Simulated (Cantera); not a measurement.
Input: 1 mol ZrO₂, 6.4 mol H₂, 0.088 mol H₂O, held at 1898.15 K and 0.150 bar.

These are equilibrium values from Cantera (NASA tables, ideal gas, pure condensed phases), not measurements of a reactor. Candidate condensed phases: H₂O, Zr, ZrO₂; 12 gas species. Equilibrium is a limit: real reactors are often held back by kinetics, nucleation or transport.

**Question.** What is the equilibrium state?

**Answer.** x(H₂): 0.984
x(H₂O): 0.0135
x(H): 0.00200
x(OH): 2.26e-6
n(ZrO₂(tetragonal)): 1.00 mol
gas amount: 6.495 mol
log10 activity of Zr(β) (absent): -9.03
